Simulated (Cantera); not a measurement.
Ignition delay

Mixture: CH4 : O2 : N2 = 1 : 3.12 : 18.4 (molar parts), equivalence ratio 0.64, at 4.10 bar, adiabatic and at constant pressure. Ignition delay is the time to a rise of 400 K.

Cantera simulation using GRI-Mech 3.0 (53 species, 325 reactions); the numbers are that mechanism's predictions, not measurements.

```json
[
 {"T0 (K)": "1098", "delay (ms)": "60.2"},
 {"T0 (K)": "1198", "delay (ms)": "15.3"},
 {"T0 (K)": "1298", "delay (ms)": "4.41"},
 {"T0 (K)": "1398", "delay (ms)": "1.41"},
 {"T0 (K)": "1498", "delay (ms)": "0.500"},
 {"T0 (K)": "1598", "delay (ms)": "0.196"},
 {"T0 (K)": "1698", "delay (ms)": "0.0869"},
 {"T0 (K)": "1798", "delay (ms)": "0.0431"},
 {"T0 (K)": "1898", "delay (ms)": "0.0237"}
]
```

The apparent activation energy between 1698 and 1898 K comes out as 170 kJ/mol.
